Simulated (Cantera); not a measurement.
Feed: 1 mol SiH₂Cl₂, 0.0073 mol C₂H₄, 6.3 mol H₂, held at 0.100 bar.

Equilibrium computed with Cantera from the NASA thermochemical tables; the gas is ideal and each condensed phase is pure. Candidate condensed phases: C, C₆H₆, C₇H₈, C₈H₁₈, Si, SiC; 109 gas species. Mutual solubility and eutectic melting of coexisting phases are not modelled. The tables' values for SiCl₃ are old estimates; treat these amounts as uncertain. Kinetics and transport are ignored. All values below are at 1002 °C.

Base state: H₂ 0.862, HCl 0.0817, SiCl₂ 0.0201, SiCl₄ 0.0194, SiHCl₃ 0.00825, SiCl₃ 0.00773, SiH₂Cl₂ 0.000487 (mole fractions); condensed: Si(s) + SiC(s).

Q: What changes in the equilibrium state with this change: H₂ from 6.3 to 13 mol?

A: 
```
species       before    after
-----------  -------  -------
H₂             0.862    0.911
HCl           0.0817   0.0638
SiCl₂         0.0201   0.0116
SiCl₄         0.0194  0.00646
SiCl₃        0.00773  0.00339
SiHCl₃       0.00825  0.00372
Si(s), mol     0.535    0.607
SiC(s), mol   0.0146   0.0146
```
